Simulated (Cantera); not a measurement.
## Thermodynamics of fluorocarbon and chlorocarbon gases, feed CCl₄ + Si + H₂

A closed system holds: 1 mol CCl₄, a varied amount of Si, 3.5 mol H₂, at 1725 K and 5.20 mbar.

Method: chemical equilibrium by Gibbs-energy minimisation in Cantera with the NASA 1993 tables (ideal gas, pure condensed phases). Candidate condensed phases: C, C₆H₆, C₇H₈, C₈H₁₈, Si, SiC; 109 gas species. The tables' values for SiCl₃, SiCl are old estimates; treat these amounts as uncertain. The numbers say what is thermodynamically allowed, not how fast it happens.

From 0.15 mol Si to 0.34 mol Si the condensed part is C(graphite). From 0.39 mol Si to 0.68 mol Si the condensed part is C(graphite) + SiC(s). The main Si-bearing gas is SiCl₂ throughout.

```csv
n(Si) (mol),x HCl,x H₂,x SiCl₂,x SiCl₃,n C(graphite),n SiC(s)
0.15,0.668,0.301,0.0254,0.00159,1.000,0
0.17,0.660,0.305,0.0289,0.00177,1.000,0
0.19,0.653,0.309,0.0323,0.00195,1.000,0
0.22,0.642,0.314,0.0375,0.00221,1.000,0
0.26,0.627,0.322,0.0444,0.00252,1.000,0
0.29,0.616,0.327,0.0496,0.00275,1.000,0
0.34,0.598,0.337,0.0584,0.00309,1.000,0
0.39,0.594,0.339,0.0604,0.00316,0.961,0.0384
0.45,0.594,0.339,0.0604,0.00316,0.901,0.0984
0.52,0.594,0.339,0.0604,0.00316,0.831,0.168
0.59,0.594,0.339,0.0604,0.00316,0.761,0.238
0.68,0.594,0.339,0.0604,0.00316,0.671,0.328
```
x: gas mole fraction; n: condensed amount in mol.
